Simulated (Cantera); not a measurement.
Input: 1 mol Fe, 1.4 mol SO2, 1.6 mol CO, equilibrated at 950 K and 4730 Torr.

Method: chemical equilibrium by Gibbs-energy minimisation in Cantera with the NASA 1993 tables (ideal gas, pure condensed phases). Candidate condensed phases: C, Fe, Fe(CO)5, FeO, FeS, FeSO4, FeS2, Fe2O3, Fe2(SO4)3, Fe3O4, S; 25 gas species. FeS: taken at fixed stoichiometry. Gases not in the tables: S3 to S7. Rates play no part.

Base state: CO2 0.753, SO2 0.241, S2 0.00423, S2O 0.000770, COS 0.000337, CO 0.000272 (mole fractions); condensed: FeS(s) + Fe3O4(s).

What changes in the equilibrium state with this change: 0.06 mol H2S added?


```
species          before     after
-------------  --------  --------
CO2               0.753     0.731
SO2               0.241     0.236
H2O                   0    0.0267
H2S                   0  0.000675
H2                    0   1.74e-5
COS            0.000337  0.000326
FeS(s), mol       0.867     0.919
Fe3O4(s), mol    0.0444    0.0269
```
Further candidate phases: C6H6, C7H8, C8H18, Fe(OH)2, Fe(OH)3, H2O, H2SO4.
